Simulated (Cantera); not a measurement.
A closed system holds: 1 mol Ta(OEt)5, 0.17 mol H2O, 180 mol H2, at 827 °C and 285 Torr.

Equilibrium computed with Cantera from the NASA thermochemical tables; the gas is ideal and each condensed phase is pure. Candidate condensed phases: C, C6H6, C7H8, C8H18, H2O, Ta, TaC, Ta2O5; 113 gas species. The feed counts by its element totals alone. Mutual solubility and eutectic melting of coexisting phases are not modelled. TaC: taken at fixed stoichiometry. Condensed phases not in the tables: Ta2C. Kinetics and transport are ignored.

Base state: H2 0.972, CO 0.0149, CH4 0.0129, H2O 0.000492 (mole fractions); condensed: C(graphite) + TaC(s) + Ta2O5(s).

Question: What changes in the equilibrium state with this change: pressure from 285 Torr to 1.00 Torr?

Answer: 
```tsv
species	before	after
H2	0.972	0.974
CO	0.0149	0.0261
CH4	0.0129	4.54e-5
H2O	0.000492	3.03e-6
C(graphite), mol	4.51	3.82
TaC(s), mol	0.122	1.00
Ta2O5(s), mol	0.439	0
```

Question: What changes in the equilibrium state with this change: temperature from 827 °C to 1025 °C?

Answer: 
| species | before | after |
|---|---|---|
| H2 | 0.972 | 0.971 |
| CO | 0.0149 | 0.0261 |
| CH4 | 0.0129 | 0.00285 |
| H2O | 0.000492 | 8.96e-5 |
| C(graphite), mol | 4.51 | 3.28 |
| TaC(s), mol | 0.122 | 1.00 |
| Ta2O5(s), mol | 0.439 | 0 |
